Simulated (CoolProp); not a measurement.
The fluid at 293.15 K and 0.531 MPa is throttled through a valve to 0.0586 MPa with no heat exchange. The same conditions are run with several fluids, on thermodynamics alone (safety and materials aside).

Values from CoolProp's reference Helmholtz-energy equation of state of each fluid (propylene: Lemmon 2013; carbon dioxide: Span 1996; fluorine: de Reuck 1990; R22: Kamei 1995; hydrogen sulfide: Lemmon 2006).

| fluid | temperature change (K) | final density (kg/m³) |
|---|---|---|
| propylene | [?] | 1.06 |
| carbon dioxide | -5.5 | [?] |
| fluorine | [?] | [?] |
| R22 | [?] | [?] |
| hydrogen sulfide | [?] | [?] |

Complete the blanks.


- propylene, temperature change (K): -9.3
- carbon dioxide, final density (kg/m³): 1.08
- fluorine, temperature change (K): -0.9
- fluorine, final density (kg/m³): 0.917
- R22, temperature change (K): -11.8
- R22, final density (kg/m³): 2.19
- hydrogen sulfide, temperature change (K): -8.8
- hydrogen sulfide, final density (kg/m³): 0.849
